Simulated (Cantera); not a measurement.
A closed system holds: 1 mol CO, 0.062 mol H2O, at 1925 K and 1.40 bar.

Cantera equilibrium calculation (NASA polynomials, part measured and part estimated; ideal gas, pure solids and liquids). Candidate condensed phases: C, C6H6, C7H8, C8H18, H2O; 110 gas species. Rates play no part.

Problem. What is the equilibrium state?

Solution. 
```json
{
 "x(CO)": "0.894",
 "x(CO2)": "0.0475",
 "x(H2)": "0.0474",
 "x(H2O)": "0.0109",
 "x(H)": "0.000176",
 "x(OH)": "3.48e-6",
 "gas_amount": "1.062 mol",
 "log10 activity of C(graphite) (absent)": "-3.06"
}
```
